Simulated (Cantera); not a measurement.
Cantera run, input and output.

```python
import numpy as np
import cantera as ct

gas = ct.Solution("gri30.yaml")
gas.TPX = 1700, 3100, {'NO': 1, 'N2': 6.5}
reactor = ct.IdealGasConstPressureReactor(gas, energy="off", clone=False)
net = ct.ReactorNet([reactor])
net.rtol, net.atol = 1e-08, 1e-18
show = ['NO', 'NO2', 'O2', 'N2O', 'O', 'N2']
times = np.geomspace(6e-06, 100, 10)

steps = ct.SolutionArray(gas, extra=["t"])
rows = []
print(f"{'t/s':>10s}{'T/K':>9s}{'P/Pa':>11s}" + "".join(f"{s:>11s}" for s in show))
for t in times:
    while net.time < t:
        t_next = net.step()
        steps.append(gas.state, t=t_next)
    rows.append([np.interp(t, steps.t, y) for y in (steps.T, steps.P, *steps(*show).X.T)])
    print(f"{t:10.3e}{rows[-1][0]:9.1f}{rows[-1][1]:11.4g}" + "".join(f"{x:11.3e}" for x in rows[-1][2:]))
rate = np.gradient(steps.T, steps.t)
print("integrator steps:", len(steps.t))
if steps.T.max() > steps.T[0] + 200:
    print(f"time of steepest temperature rise: {steps.t[rate.argmax()]:.4e} s")
gas.TPX = 1700, 3100, {'NO': 1, 'N2': 6.5}
gas.equilibrate("TP")
print(f"equilibrium (TP): T = {gas.T:.1f} K  " + "  ".join(f"{s} {gas[s].X[0]:.3e}" for s in show))
```

Result:

```
       t/s      T/K       P/Pa         NO        NO2         O2        N2O          O         N2
 6.000e-06   1700.0       3100  1.333e-01  1.688e-14  1.017e-15  2.962e-10  2.962e-10  8.667e-01
 3.807e-05   1700.0       3100  1.333e-01  6.786e-13  4.087e-14  1.879e-09  1.879e-09  8.667e-01
 2.415e-04   1700.0       3100  1.333e-01  2.723e-11  1.644e-12  1.192e-08  1.191e-08  8.667e-01
 1.533e-03   1700.0       3100  1.333e-01  1.078e-09  6.599e-11  7.525e-08  7.502e-08  8.667e-01
 9.724e-03   1700.0       3100  1.333e-01  3.882e-08  2.626e-09  4.635e-07  4.579e-07  8.667e-01
 6.170e-02   1700.0       3100  1.333e-01  8.982e-07  1.363e-07  2.450e-06  2.661e-06  8.667e-01
 3.915e-01   1700.0       3100  1.333e-01  4.751e-06  1.165e-05  6.255e-06  9.992e-06  8.667e-01
 2.484e+00   1700.0       3100  1.330e-01  5.258e-06  1.383e-04  6.552e-06  1.093e-05  8.668e-01
 1.576e+01   1700.0       3100  1.314e-01  6.682e-06  9.565e-04  6.353e-06  1.330e-05  8.676e-01
 1.000e+02   1700.0       3100  1.207e-01  1.186e-05  6.295e-03  5.233e-06  2.313e-05  8.730e-01
integrator steps: 466
equilibrium (TP): T = 1700.0 K  NO 1.773e-03  NO2 5.460e-07  O2 6.574e-02  N2O 1.984e-08  O 6.550e-05  N2 9.324e-01
```

Detailed kinetics in Cantera: GRI-Mech 3.0 (53 species, 325 reactions). Radical loss at walls, strong at low pressure, is not modelled.
